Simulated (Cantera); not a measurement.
Input: 1 mol CsCl, 2.5 mol HCl, 2.8 mol N2, 1.5 mol HF, at 13.3 mbar.

Method: chemical equilibrium by Gibbs-energy minimisation in Cantera with the NASA 1993 tables (ideal gas, pure condensed phases). Candidate condensed phases: Cs, CsCl, CsF, NH4Cl; 32 gas species. Kinetics and transport are ignored.

Question: Which condensed phases are stable at each of these points (T (°C)): 525, 600, 675, 750, 825, 900, 975, 1050, 1125, 1200, 1275, 1350?

Answer: 
| T (°C) | condensed phases | Cs condensed (%) |
|---|---|---|
| 525 | CsCl(s) | 99.7 |
| 600 | CsCl(s) | 96.6 |
| 675 | CsCl(l) | 74.5 |
| 750 | gas only | 0.0 |
| 825 | gas only | 0.0 |
| 900 | gas only | 0.0 |
| 975 | gas only | 0.0 |
| 1050 | gas only | 0.0 |
| 1125 | gas only | 0.0 |
| 1200 | gas only | 0.0 |
| 1275 | gas only | 0.0 |
| 1350 | gas only | 0.0 |

From 525 °C to 600 °C the condensed part is CsCl(s). At 675 °C the condensed part is CsCl(l). From 750 °C to 1350 °C nothing is condensed.
